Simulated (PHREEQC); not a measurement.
# Copper plating or etch bath

A solution holds 0.092 mol CuCl2, 0.017 mol HCl and 4.2e-05 mol FeCl3 per kg of water, at 20 °C. Closed to the air; pH follows from the charge balance.

Computed with PHREEQC (ion-association model, phreeqc.dat).

No solid was allowed to form.

Problem. Estimate the pH.

Solution. pH 1.87.

Problem. In which forms is Cl present?

Solution. Cl- 95 %, CuCl+ 4.9 % of the Cl.

The solution is supersaturated, for example in Hematite (slow to form), Goethite (slow to form), so a real one may precipitate; this is no full list.
